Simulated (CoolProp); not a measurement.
Dimethyl ether along the isotherm 525 K: Z from the reference equation and from simpler models built on Tc = 400.4 K, pc = 5337 kPa, ω = 0.196; each cubic takes its own stable root.

Computed with CoolProp (reference Helmholtz-energy equation of state, Wu 2011).

```csv
p (kPa),phase,reference,Pitzer virial,van der Waals,Redlich-Kwong,Peng-Robinson
616,gas,0.9826,0.9847,0.9825,0.9825,0.9819
1230,gas,0.9654,___,0.9647,0.9650,0.9639
1850,gas,0.9483,___,0.9463,0.9472,0.9460
2460,gas,0.9316,0.9388,0.9278,0.9296,0.9285
3080,gas,0.9148,0.9234,0.9086,___,0.9110
3690,gas,0.8984,0.9082,0.8893,0.8941,0.8941
4310,gas,0.8819,0.8928,0.8692,0.8762,0.8772
4930,gas,0.8655,0.8774,0.8487,0.8584,0.8607
5540,supercritical,0.8495,0.8622,0.8281,0.8410,0.8449
6160,supercritical,0.8335,0.8468,0.8069,0.8235,0.8293
6770,supercritical,0.8179,___,___,0.8067,0.8145
7390,supercritical,0.8024,0.8162,0.7642,___,0.8002
8000,supercritical,0.7875,0.8010,0.7431,0.7739,0.7867
```

Complete the blanks.


- 1230, Pitzer virial: 0.9694
- 1850, Pitzer virial: 0.9540
- 3080, Redlich-Kwong: 0.9117
- 6770, Pitzer virial: 0.8316
- 6770, van der Waals: 0.7858
- 7390, Redlich-Kwong: 0.7899
